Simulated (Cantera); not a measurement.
# Reactions in the system H-N-O-P

Standard-state values (1 bar) from the NASA 1993 polynomials, evaluated with Cantera. Values are per mole of reaction as written; species without (g) are pure solids or liquids, kept so even where they would boil at 1 bar.

4 PH₃(g) + 5 O₂(g) → 6 H₂(g) + P₄O₁₀(g)

| T (K) | ΔH° (kJ) | ΔS° (J/K) | ΔG° (kJ) | log10 K |
|---|---|---|---|---|
| 300 | -2925.7 | -678.4 | -2722.2 | 473.96 |
| 350 | -2922.0 | -667.2 | -2688.5 | 401.23 |
| 400 | -2917.9 | -656.2 | -2655.4 | 346.76 |
| 450 | -2913.6 | -645.9 | -2622.9 | 304.45 |
| 500 | -2909.2 | -636.6 | -2590.8 | 270.66 |
| 550 | -2904.8 | -628.3 | -2559.2 | 243.05 |
| 600 | -2900.5 | -620.8 | -2528.0 | 220.08 |

10 NO(g) + 2 P₂(g) → P₄O₁₀ + 10 N(g)

| T (K) | ΔH° (kJ) | ΔS° (J/K) | ΔG° (kJ) | log10 K |
|---|---|---|---|---|
| 300 | 516.9 | -781.6 | 751.4 | -130.82 |
| 350 | 520.4 | -770.9 | 790.2 | -117.93 |
| 400 | 524.9 | -758.8 | 828.4 | -108.18 |
| 450 | 530.4 | -745.9 | 866.0 | -100.53 |
| 500 | 536.7 | -732.6 | 903.0 | -94.33 |
| 550 | 543.8 | -719.2 | 939.3 | -89.21 |
| 600 | 551.5 | -705.8 | 974.9 | -84.87 |
